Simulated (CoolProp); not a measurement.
n-perfluorohexane along the isotherm 176.85 °C: fugacity coefficient from the reference equation and from simpler models built on Tc = 174.9 °C, pc = 1742 kPa, ω = 0.497; each cubic takes its own stable root.

Computed with CoolProp (reference Helmholtz-energy equation of state, Gao 2022).

```tsv
p (kPa)	phase	reference	Redlich-Kwong	Soave-Redlich-Kwong
187	gas	0.9632	0.9641	0.9643
373	gas	0.9269	0.9289	0.9292
560	gas	0.8907	0.8938	0.8943
746	gas	0.8550	0.8593	0.8599
933	gas	0.8191	0.8248	0.8255
1120	gas	0.7832	0.7904	0.7913
1310	gas	0.7465	0.7553	0.7563
1490	gas	0.7110	0.7215	0.7228
1680	gas	0.6720	0.6844	0.6860
1870	supercritical	0.6264	0.6402	0.6431
2050	supercritical	0.5821	0.5984	0.6014
2240	supercritical	0.5424	0.5607	0.5637
2430	supercritical	0.5088	0.5285	0.5315
2610	supercritical	0.4813	0.5022	0.5051
```
